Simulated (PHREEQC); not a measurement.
PHREEQC input (Pitzer model, pitzer.dat):

```
SOLUTION 1
  temp 25
  units mol/kgw
  pH 7 charge
  Cl 0.12
  K 0.532
  C(4) 0.361
END
USE solution 1
INCREMENTAL_REACTIONS false
REACTION 1
  H2O -1
  0 9.886 18.011 24.689 30.178 34.689 38.397 41.444
  43.949 46.007 47.699 49.089 50.232 51.172 51.944 52.578
  53.1 53.528 53.88 54.17 54.408 54.603 54.764 54.896 moles
EQUILIBRIUM_PHASES 1
  Kalicinite 0 0
  Sylvite 0 0
SELECTED_OUTPUT 1
  -reset false
  -pH true
  -pe true
  -ionic_strength true
  -water true
  -activities H2O
  -totals C Cl K
  -molalities H+ K+ Cl- CO3-2 OH- HCO3- CO2
  -equilibrium_phases Kalicinite Sylvite
PRINT
  -reset false
END
```

Selected output (columns that matter, 24 of 24 rows; water left (kg) added in front):

```
water left (kg)	pH	mu	C	Cl	K	m_H+	m_K+	m_Cl-	m_CO3-2	m_OH-	m_HCO3-	la_H2O	Kalicinite	Sylvite
1	8.9732	0.58342	0.361	0.12	0.532	1.8433e-09	0.532	0.12	0.051422	1.311e-05	0.30914	-0.0069709	0	0
0.821894	8.9425	0.70987	0.43923	0.146	0.64729	2.0453e-09	0.64729	0.146	0.062588	1.2186e-05	0.37609	-0.0084491	0	0
0.675514	8.9111	0.86372	0.53441	0.17764	0.78755	2.2737e-09	0.78755	0.17764	0.076176	1.1251e-05	0.45754	-0.010243	0	0
0.555204	8.8792	1.0509	0.65021	0.21614	0.95821	2.5304e-09	0.95821	0.21614	0.092714	1.0311e-05	0.55663	-0.01242	0	0
0.456314	8.8469	1.2787	0.79112	0.26298	1.1659	2.8158e-09	1.1659	0.26298	0.11284	9.3691e-06	0.6772	-0.015065	0	0
0.375044	8.8149	1.5558	0.96255	0.31996	1.4185	3.1275e-09	1.4185	0.31996	0.13732	8.4358e-06	0.82388	-0.01828	0	0
0.308241	8.784	1.893	1.1712	0.38931	1.7259	3.4578e-09	1.7259	0.38931	0.16711	7.5221e-06	1.0024	-0.02219	0	0
0.253347	8.7556	2.3032	1.4249	0.47366	2.0999	3.7912e-09	2.0999	0.47366	0.20332	6.6428e-06	1.2196	-0.026947	0	0
0.208216	8.7316	2.8024	1.7338	0.57632	2.555	4.101e-09	2.555	0.57632	0.24735	5.8134e-06	1.484	-0.032734	0	0
0.171139	8.7151	3.4094	2.1094	0.70118	3.1086	4.3457e-09	3.1086	0.70118	0.30079	5.0516e-06	1.8058	-0.039751	0	0
0.140655	8.7101	4.148	2.5666	0.85315	3.7823	4.4696e-09	3.7823	0.85315	0.36568	4.3738e-06	2.1978	-0.048211	0	0
0.115612	8.7226	5.046	3.1225	1.038	4.6016	4.407e-09	4.6016	1.038	0.44435	3.7978e-06	2.675	-0.058271	0	0
0.0950165	8.8548	5.4082	3.0696	1.2629	4.8692	3.1732e-09	4.8692	1.2629	0.53896	4.8075e-06	2.5284	-0.06212	0.069341	0
0.0780797	9.0014	5.8488	3.0041	1.5369	5.1941	2.196e-09	5.1941	1.5369	0.65463	6.1946e-06	2.348	-0.067027	0.12644	0
0.0641703	9.1632	6.4035	2.9431	1.87	5.6079	1.4567e-09	5.6079	1.87	0.79565	8.0814e-06	2.1465	-0.073575	0.17214	0
0.0527476	9.3439	7.1044	2.8951	2.275	6.137	9.1712e-10	6.137	2.275	0.96738	1.0694e-05	1.9272	-0.082426	0.20829	0
0.043343	9.5489	7.9951	2.8729	2.7686	6.8182	5.4046e-10	6.8182	2.7686	1.1769	1.4401e-05	1.6957	-0.094583	0.23648	0
0.035632	9.7384	8.797	2.997	2.9372	7.3655	3.6616e-10	7.3655	2.9372	1.4314	1.8565e-05	1.5654	-0.10419	0.25421	0.015341
0.0292904	9.9064	9.4593	3.2644	2.7124	7.718	2.9356e-10	7.718	2.7124	1.7413	2.27e-05	1.523	-0.10962	0.26539	0.040552
0.0240657	10.093	10.278	3.5871	2.4521	8.1585	2.3024e-10	8.1585	2.4521	2.1192	2.7748e-05	1.4678	-0.11708	0.27467	0.060987
0.0197779	10.301	11.29	3.9755	2.1568	8.711	1.7494e-10	8.711	2.1568	2.5786	3.3853e-05	1.3968	-0.12743	0.28237	0.077342
0.0162647	10.536	12.544	4.4428	1.8303	9.4087	1.2696e-10	9.4087	1.8303	3.1356	4.1151e-05	1.3071	-0.14193	0.28874	0.09023
0.0133642	10.803	14.123	5.0118	1.4783	10.306	8.5948e-11	10.306	1.4783	3.8161	4.9811e-05	1.1957	-0.16267	0.29402	0.10024
0.0109861	11.11	16.109	5.7056	1.1191	11.467	5.2882e-11	11.467	1.1191	4.6422	5.9751e-05	1.0634	-0.19253	0.29832	0.10771
```
